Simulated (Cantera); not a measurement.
A perfectly stirred reactor is fed with CH4 : CO : O2 : N2 = 1 : 0.19 : 4.19 : 15.8 (molar parts), equivalence ratio 0.50, at 1.00 bar; it is adiabatic with a 325 K inlet, and is followed from long to short residence time, starting on the burning branch (τ in s: 0.077, 0.041, 0.022, 0.012, 0.0064, 0.0034, 0.0018, 0.00098, 0.00052, 0.00028, 0.00015, 8.1e-05, 4.3e-05).

Model: GRI-Mech 3.0 (53 species, 325 reactions), integrated in Cantera.

One state of this run: T (K) = 1478; x CH4 = 0.000165; x CO = 0.00293; x O2 = 0.101; x CH2CO = 5.51e-8; x C2H2 = 5.45e-9; x H2O = 0.0934; x N2O = 6.80e-7. x: mole fraction; the columns are a selection and need not sum to one.

Problem. Which value of τ (s) does it belong to?
A) 0.0064
B) 0.00015
C) 0.012
D) 0.00052

Solution. A, 0.0064
